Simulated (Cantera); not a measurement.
Feed: 1 mol Fe(CO)₅, 2.8 mol H₂, equilibrated at 1075 K and 0.280 bar.

Cantera equilibrium calculation (NASA polynomials, part measured and part estimated; ideal gas, pure solids and liquids). Candidate condensed phases: C, C₆H₆, C₇H₈, C₈H₁₈, Fe, Fe(CO)₅, FeO, Fe(OH)₂, Fe(OH)₃, Fe₂O₃, Fe₃O₄, H₂O; 114 gas species. Condensed phases not in the tables: cementite and carbon dissolved in iron. Rates play no part.

Base state: CO 0.619, H₂ 0.357, CO₂ 0.0146, H₂O 0.00782, CH₄ 0.00161 (mole fractions); condensed: C(graphite) + Fe(α).

Question: What changes in the equilibrium state with this change: 1.2 mol NH₃ added?

Answer: 
```
species            before    after
----------------  -------  -------
CO                  0.619    0.475
H₂                  0.357    0.447
N₂                      0   0.0599
CO₂                0.0146  0.00857
CH₄               0.00161  0.00252
H₂O               0.00782  0.00750
C(graphite), mol    0.159    0.136
Fe(α), mol           1.00     1.00
```
